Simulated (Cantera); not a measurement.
Charge: 1 mol PbO, 0.55 mol CO, 12 mol H2, equilibrated at 2425 K and 2.20 bar.

Method: chemical equilibrium by Gibbs-energy minimisation in Cantera with the NASA 1993 tables (ideal gas, pure condensed phases). Candidate condensed phases: C, C6H6, C7H8, C8H18, H2O, Pb, PbO, PbO2, Pb3O4; 113 gas species. Gases not in the tables: (PbO)n polymers. The numbers say what is thermodynamically allowed, not how fast it happens.

Base state: H2 0.803, Pb 0.0732, H2O 0.0725, CO 0.0398, H 0.0108, CO2 0.000600, OH 0.000185, PbO 0.000108 (mole fractions); condensed: gas only.

Q: What changes in the equilibrium state with this change: temperature from 2425 K to 2173.15 K?

A: 
| species | before | after |
|---|---|---|
| H2 | 0.803 | 0.810 |
| Pb | 0.0732 | 0.0736 |
| H2O | 0.0725 | 0.0729 |
| H | 0.0108 | 0.00293 |
| CO | 0.0398 | 0.0398 |
| OH | 0.000185 | 3.53e-5 |
| PbO | 0.000108 | 5.41e-5 |
| Pb2 | 2.84e-5 | 4.23e-5 |
